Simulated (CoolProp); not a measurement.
Vapour-liquid equilibrium of R13 (1) + n-butane (2) at 214.3 K; x and y are mole fractions of (1).

Values from CoolProp's multi-fluid Helmholtz-energy mixture model, Platzer 1990 and Bücker 2006; pair parameters Bell 2016. This equation is an older, rougher fit; its heat capacities, sound speeds and derivatives of the liquid may be far off and weren't checked against measurements.

Question: Give the bubble pressure and the first vapour's composition at x = 0.05, 0.65, 0.75. Is there an azeotrope?

Answer: x = 0.05: 0.03971 MPa, y = 0.867; x = 0.65: 0.2152 MPa, y = 0.984; x = 0.75: 0.2336 MPa, y = 0.988. No azeotrope shows between x = 0.05 and 0.95.

Pair parameters are fitted to limited data, so mixtures are less certain than the pure fluids. With so large a gap from Raoult's law the liquid may split in two, which this calculation doesn't test in full.
